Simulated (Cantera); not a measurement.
Input: 1 mol c-C4F8, 0.053 mol Si, at 2.70 Pa.

Equilibrium computed with Cantera from the NASA thermochemical tables; the gas is ideal and each condensed phase is pure. Candidate condensed phases: C, Si, SiC; 23 gas species. The feed counts by its element totals alone. Gases not in the tables: C2F6 and larger saturated fluorocarbons. Equilibrium is a limit: real reactors are often held back by kinetics, nucleation or transport.

Q: At 1350 °C, list the 4 most abundant gas species with their mole fractions, and the condensed phases.

A: CF4 0.896, CF2 0.0424, F 0.0351, SiF4 0.0252. Condensed: C(graphite).
